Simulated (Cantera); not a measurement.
## Metals in furnace atmospheres: Fe + CO2 + CO

Input: 1 mol Fe, 0.021 mol CO2, 52 mol CO, at 10.0 mbar.

Equilibrium computed with Cantera from the NASA thermochemical tables; the gas is ideal and each condensed phase is pure. Candidate condensed phases: C, Fe, Fe(CO)5, FeO, Fe2O3, Fe3O4; 15 gas species. Condensed phases not in the tables: cementite and carbon dissolved in iron. The numbers say what is thermodynamically allowed, not how fast it happens.

From 650 °C to 850 °C the condensed part is C(graphite) + Fe(α). From 950 °C to 1350 °C the condensed part is Fe(γ). At 1450 °C the condensed part is Fe(δ). At 1550 °C the condensed part is Fe(l).

| T (°C) | x CO | x CO2 | x Fe | x FeO | x O | n C(graphite) | n Fe(α) | n Fe(γ) | n Fe(δ) | n Fe(l) |
|---|---|---|---|---|---|---|---|---|---|---|
| 650 | 0.970 | 0.0297 | <1e-12 | <1e-12 | <1e-12 | 1.48 | 1.00 | 0 | 0 | 0 |
| 750 | 0.996 | 0.00355 | 4.48e-12 | <1e-12 | <1e-12 | 0.163 | 1.00 | 0 | 0 | 0 |
| 850 | 0.999 | 0.000603 | 3.12e-10 | <1e-12 | <1e-12 | 0.0104 | 1.00 | 0 | 0 | 0 |
| 950 | 1.000 | 0.000404 | 1.06e-8 | <1e-12 | <1e-12 | 0 | 0 | 1.000 | 0 | 0 |
| 1050 | 1.000 | 0.000404 | 2.08e-7 | <1e-12 | <1e-12 | 0 | 0 | 1.000 | 0 | 0 |
| 1150 | 1.000 | 0.000404 | 2.67e-6 | 6.86e-12 | <1e-12 | 0 | 0 | 1.000 | 0 | 0 |
| 1250 | 1.000 | 0.000404 | 2.43e-5 | 1.16e-10 | 1.53e-12 | 0 | 0 | 0.999 | 0 | 0 |
| 1350 | 0.999 | 0.000404 | 0.000167 | 1.36e-9 | 2.06e-11 | 0 | 0 | 0.991 | 0 | 0 |
| 1450 | 0.999 | 0.000403 | 0.000913 | 1.19e-8 | 2.05e-10 | 0 | 0 | 0 | 0.952 | 0 |
| 1550 | 0.996 | 0.000402 | 0.00407 | 8.03e-8 | 1.59e-9 | 0 | 0 | 0 | 0 | 0.787 |
x: gas mole fraction; n: condensed amount in mol.
